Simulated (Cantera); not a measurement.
## Gas-phase reforming

An isothermal, constant-pressure homogeneous reactor starts with 76.9 % CH₄, 23.1 % H₂O, at 1500 K and 1.28 atm.

Computed with Cantera and GRI-Mech 3.0 (53 species, 325 reactions). GRI-Mech 3.0 stops at C3 and has no aromatics, soot or wall deposition, so with more carbon than oxygen in the feed, carbon stays in small species such as C2H2 where larger ones or solid carbon would form.

```
t (s)     x CH₄    x H₂O     x C₂H       x O   x CH₂CO
--------  -----  -------  --------  --------  --------
0.000200  0.769    0.231    <1e-12    <1e-12    <1e-12
0.00103   0.767    0.231    <1e-12    <1e-12  3.41e-11
0.00532   0.756    0.230  1.13e-11  2.02e-12   2.40e-8
0.0274    0.686    0.222  4.98e-10  1.69e-12   3.42e-6
0.141     0.477    0.193   2.34e-9    <1e-12   1.36e-5
0.729     0.213    0.154   4.87e-9    <1e-12   1.67e-5
3.76      0.159    0.111   5.03e-9    <1e-12   1.13e-5
19.4      0.154   0.0412   3.36e-9    <1e-12   3.25e-6
100       0.146  0.00174   2.52e-9    <1e-12   6.59e-7
```
x: mole fraction; the columns are a selection and need not sum to one.

Equilibrium at this temperature and pressure: CH₄ 0.146, H₂O 1.73e-6, C₂H 2.48e-9, O <1e-12, CH₂CO 5.75e-7 (gas phase only).
